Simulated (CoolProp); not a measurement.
A closed Brayton cycle with nitrogen: compressor inlet 320.15 K and 0.53 MPa, high pressure 1.53 MPa, turbine inlet 875 K, compressor efficiency 0.85, turbine efficiency 0.93, recuperator effectiveness 0 (on enthalpy, no pinch check). Each further row changes one setting.

Computed with CoolProp (reference Helmholtz-energy equation of state, Span 2000).

```json
[
 {"case": "as stated", "thermal efficiency (%)": "18.5", "net work (kJ/kg)": "85.4", "compressor to turbine work": "0.62", "compressor exit (K)": "453.1", "turbine exit (K)": "674.8"},
 {"case": "turbine inlet 825 K", "thermal efficiency (%)": "17.8", "net work (kJ/kg)": "72.3", "compressor to turbine work": "0.66", "compressor exit (K)": "453.1", "turbine exit (K)": "634.7"},
 {"case": "compressor inlet 330.15 K", "thermal efficiency (%)": "18.1", "net work (kJ/kg)": "81.0", "compressor to turbine work": "0.64", "compressor exit (K)": "467.1", "turbine exit (K)": "674.8"},
 {"case": "high pressure 1.3 MPa", "thermal efficiency (%)": "16.3", "net work (kJ/kg)": "79.1", "compressor to turbine work": "0.59", "compressor exit (K)": "430.0", "turbine exit (K)": "702.6"},
 {"case": "recuperator effectiveness 0.5", "thermal efficiency (%)": "24.9", "net work (kJ/kg)": "85.4", "compressor to turbine work": "0.62", "compressor exit (K)": "453.1", "turbine exit (K)": "674.8"}
]
```
